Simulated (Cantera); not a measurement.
Charge: 1 mol HCl, 0.036 mol O2, held at 1673 K and 18.0 Pa.

Equilibrium computed with Cantera from the NASA thermochemical tables; the gas is ideal and each condensed phase is pure. Candidate condensed phases: H2O; 14 gas species. Equilibrium is a limit: real reactors are often held back by kinetics, nucleation or transport.

Base state: HCl 0.803, Cl 0.130, H2O 0.0629, O2 0.00177, H2 0.00168, OH 0.000627, H 0.000348, Cl2 0.000110 (mole fractions); condensed: gas only.

**Question.** What changes in the equilibrium state with this change: temperature from 1673 K to 1723 K?

**Answer.** 
| species | before | after |
|---|---|---|
| HCl | 0.803 | 0.793 |
| Cl | 0.130 | 0.137 |
| H2O | 0.0629 | 0.0639 |
| H2 | 0.00168 | 0.00373 |
| H | 0.000348 | 0.000830 |
| O2 | 0.00177 | 0.00106 |
| Cl2 | 0.000110 | 7.18e-5 |
